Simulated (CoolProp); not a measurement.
The numbers come from the reference Helmholtz-energy equation of state, Platzer 1990 in CoolProp. This equation is an older, rougher fit.

Q: For c-C4F8 (RC318), give the phase and the viscosity (µPa s), conductivity (mW/(m K)) at 165.95 °C and 64.5 kPa; 165.95 °C and 645 kPa.

A: 
- 165.95 °C and 64.5 kPa: gas; viscosity 16.9, conductivity 21.8
- 165.95 °C and 645 kPa: gas; viscosity 17.2, conductivity 22.3

Viscosity comes from a separate model (Huber 2003), an estimate that may be off by 10 % or more. Thermal conductivity comes from a separate model (Huber 2003), an estimate that may be off by 10 % or more.
